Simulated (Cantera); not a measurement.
# Si + Cl2 + N2 (silicon etching in halogen gases)

Input: 1 mol Si, 1.2 mol Cl2, 71 mol N2, at 0.133 bar.

Method: chemical equilibrium by Gibbs-energy minimisation in Cantera with the NASA 1993 tables (ideal gas, pure condensed phases). Candidate condensed phases: Si, Si3N4; 13 gas species. N2 is the only nitrogen source here; it is nearly inert below about 1500 K, so the nitride shown seldom forms there in practice. The tables' values for SiCl3 are old estimates; treat these amounts as uncertain. The numbers say what is thermodynamically allowed, not how fast it happens.

From 900 K to 1500 K the condensed part is Si3N4(s). The main Si-bearing gas is SiCl4 at 900 K and SiCl2 at 1500 K.

| T (K) | x N2 | x SiCl4 | x SiCl2 | x SiCl3 | x Cl | x SiCl | x Cl2 | n Si3N4(s) |
|---|---|---|---|---|---|---|---|---|
| 900 | 0.992 | 0.00841 | 2.25e-9 | 6.31e-7 | 1.35e-10 | <1e-12 | <1e-12 | 0.133 |
| 975 | 0.992 | 0.00841 | 4.12e-8 | 3.50e-6 | 1.39e-9 | <1e-12 | 3.66e-12 | 0.133 |
| 1050 | 0.992 | 0.00840 | 4.94e-7 | 1.51e-5 | 1.03e-8 | <1e-12 | 2.24e-11 | 0.133 |
| 1125 | 0.992 | 0.00837 | 4.21e-6 | 5.35e-5 | 5.82e-8 | <1e-12 | 1.07e-10 | 0.133 |
| 1200 | 0.992 | 0.00828 | 2.72e-5 | 0.000160 | 2.66e-7 | 1.37e-12 | 4.21e-10 | 0.132 |
| 1275 | 0.991 | 0.00803 | 0.000139 | 0.000414 | 1.01e-6 | 3.34e-11 | 1.39e-9 | 0.129 |
| 1350 | 0.991 | 0.00742 | 0.000575 | 0.000925 | 3.27e-6 | 5.59e-10 | 3.93e-9 | 0.121 |
| 1425 | 0.990 | 0.00613 | 0.00192 | 0.00173 | 9.11e-6 | 6.72e-9 | 9.38e-9 | 0.100 |
| 1500 | 0.989 | 0.00400 | 0.00497 | 0.00250 | 2.15e-5 | 5.89e-8 | 1.81e-8 | 0.0591 |
x: gas mole fraction; n: condensed amount in mol.
